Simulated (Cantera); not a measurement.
An adiabatic, constant-volume homogeneous reactor starts with CO : H₂ : CH₄ : O₂ : N₂ = 1 : 1.4 : 0.19 : 3.85 : 14.5 (molar parts), at 1550 K and 0.400 bar. Integrator tolerance rtol = 1e-08.

Model: GRI-Mech 3.0 (53 species, 325 reactions), integrated in Cantera.

### Question
What does this change do: initial temperature 1550 to 1650 K?

### Answer
| quantity | before | after |
|---|---|---|
| time of steepest temperature rise | 44.4 µs | 33.5 µs |
| temperature at 0.100 s | 2530 K | 2571 K |
| equilibrium temperature | 2530 K | 2571 K |
| x(CO) at 0.100 s | 0.00863 (gas-phase equilibrium 0.00863) | 0.0105 (gas-phase equilibrium 0.0105) |
| x(H₂) at 0.100 s | 0.00215 (gas-phase equilibrium 0.00215) | 0.00260 (gas-phase equilibrium 0.00260) |
| x(CH₄) at 0.100 s | <1e-12 (gas-phase equilibrium <1e-12) | <1e-12 (gas-phase equilibrium <1e-12) |
| x(NO) at 0.100 s | 0.0163 (gas-phase equilibrium 0.0163) | 0.0174 (gas-phase equilibrium 0.0174) |
| x(O) at 0.100 s | 0.00689 (gas-phase equilibrium 0.00689) | 0.00852 (gas-phase equilibrium 0.00852) |
| x(HO₂) at 0.100 s | 7.22e-6 (gas-phase equilibrium 7.22e-6) | 7.78e-6 (gas-phase equilibrium 7.78e-6) |
